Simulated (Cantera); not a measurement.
A freely propagating, adiabatic, planar premixed flame of CH4 : H2 : O2 : N2 : H2O = 1 : 0.24 : 2.75 : 12.9 : 0.38 (molar parts), unburnt at 450 K and 1.00 bar; unity-Lewis-number transport, grid criteria slope 0.08 and curve 0.16, no radiation.

Computed with Cantera and GRI-Mech 3.0 (53 species, 325 reactions). Unity Lewis numbers drop preferential diffusion, which matters most where H2 and H carry the flame. Burning velocities carry a grid error of a few per cent, more on coarse grids.

x: mole fraction of selected species; z is measured from the peak of heat release.

| z (mm) | T (K) | u (m/s) | x CH4 | x H2 | x O2 | x NO | x H | x C2H6 |
|---|---|---|---|---|---|---|---|---|
| -1.86 | 451 | 0.321 | 0.0579 | 0.0139 | 0.159 | <1e-8 | <1e-8 | 4.30e-7 |
| -1.24 | 458 | 0.326 | 0.0575 | 0.0139 | 0.159 | <1e-8 | <1e-8 | 4.14e-6 |
| -0.928 | 477 | 0.339 | 0.0567 | 0.0138 | 0.157 | 3.03e-8 | <1e-8 | 1.33e-5 |
| -0.619 | 567 | 0.404 | 0.0524 | 0.0136 | 0.149 | 1.78e-7 | <1e-8 | 5.92e-5 |
| -0.309 | [?] | 0.641 | [?] | 0.0126 | [?] | [?] | [?] | [?] |
| -0.155 | 1198 | 0.859 | 0.0198 | 0.0116 | 0.0918 | 2.36e-6 | 8.91e-5 | 0.000276 |
| 0 | 1516 | 1.09 | 0.00369 | 0.00883 | 0.0590 | 3.89e-6 | 0.00152 | 3.09e-5 |
| 0.155 | 1645 | 1.18 | 0.000119 | 0.00469 | 0.0448 | 5.37e-6 | 0.00264 | 4.67e-8 |
| 0.309 | 1698 | 1.21 | [?] | [?] | 0.0414 | [?] | [?] | <1e-8 |
| 0.619 | 1755 | 1.25 | <1e-8 | 0.00251 | 0.0389 | 7.16e-6 | 0.00112 | <1e-8 |
| 1.24 | 1800 | 1.28 | <1e-8 | 0.00124 | 0.0374 | 7.92e-6 | 0.000362 | <1e-8 |
| 2.48 | 1825 | 1.29 | <1e-8 | 0.000474 | 0.0368 | 8.48e-6 | 8.21e-5 | <1e-8 |
| 4.95 | 1835 | 1.30 | <1e-8 | 0.000166 | 0.0366 | 8.85e-6 | 1.69e-5 | <1e-8 |

What belongs in the gaps?


- -0.309, T (K): 896
- -0.309, x CH4: 0.0359
- -0.309, x O2: 0.120
- -0.309, x NO: 1.17e-6
- -0.309, x H: 4.23e-6
- -0.309, x C2H6: 0.000226
- 0.309, x CH4: 2.70e-6
- 0.309, x H2: 0.00363
- 0.309, x NO: 6.26e-6
- 0.309, x H: 0.00213
